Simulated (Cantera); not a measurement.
A closed system holds: 1 mol HMDSO, 20 mol NO, 88 mol H₂, 1.9 mol CO₂, at 0.00133 bar.

These are equilibrium values from Cantera (NASA tables, ideal gas, pure condensed phases), not measurements of a reactor. Candidate condensed phases: C, C₆H₆, C₇H₈, C₈H₁₈, H₂O, Si, SiC, SiO₂, Si₂N₂O, Si₃N₄; 151 gas species. The feed counts by its element totals alone. The tables hold silica as quartz up to 1696 K and as liquid above; real silica turns to tridymite and cristobalite and melts near 1996 K. Rates play no part.

Which condensed phases are stable at each of these points (T (K)): 998, 1098, 1198, 1298, 1398, 1498, 1598, 1698, 1798, 1898, 1998?


| T (K) | condensed phases | Si condensed (%) |
|---|---|---|
| 998 | SiO₂(β-quartz) | 100.0 |
| 1098 | SiO₂(β-quartz) | 100.0 |
| 1198 | SiO₂(β-quartz) | 100.0 |
| 1298 | SiO₂(β-quartz) | 100.0 |
| 1398 | SiO₂(β-quartz) | 100.0 |
| 1498 | SiO₂(β-quartz) | 100.0 |
| 1598 | SiO₂(β-quartz) | 99.3 |
| 1698 | SiO₂(condensed) | 92.4 |
| 1798 | SiO₂(condensed) | 44.2 |
| 1898 | gas only | 0.0 |
| 1998 | gas only | 0.0 |

From 998 K to 1598 K the condensed part is SiO₂(β-quartz). From 1698 K to 1798 K the condensed part is SiO₂(condensed). From 1898 K to 1998 K nothing is condensed.
